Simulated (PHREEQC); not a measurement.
NaHS is added in steps, without added water, to 1 kg of water holding 0.0025 mol/kgw CaCl2 and 0.024 mol/kgw Na2CO3, at 25 °C. The system is closed to oxygen. CO2 from the air is kept out. The run lets Calcite, Halite precipitate or redissolve, and no other solid.

Base run: PHREEQC, ion-association model, phreeqc.dat. Each further column changes one thing. The table gives pH.

```
NaHS added (mol)   base  diluted 100-fold with water  CaCl2 from 0.0025 to 0.00275 mol/kgw
----------------  -----  ---------------------------  ------------------------------------
0                 11.07                        10.13                                 11.07
0.012             11.01                        10.03                                 11.01
0.024             10.95                         9.96                                 10.95
0.03              10.93                         9.94                                 10.93
0.042             10.88                         9.90                                 10.88
0.054             10.84                         9.87                                 10.84
0.066             10.80                         9.84                                 10.80
0.072             10.78                         9.83                                 10.78
0.084             10.75                         9.81                                 10.74
0.096             10.71                         9.79                                 10.71
```
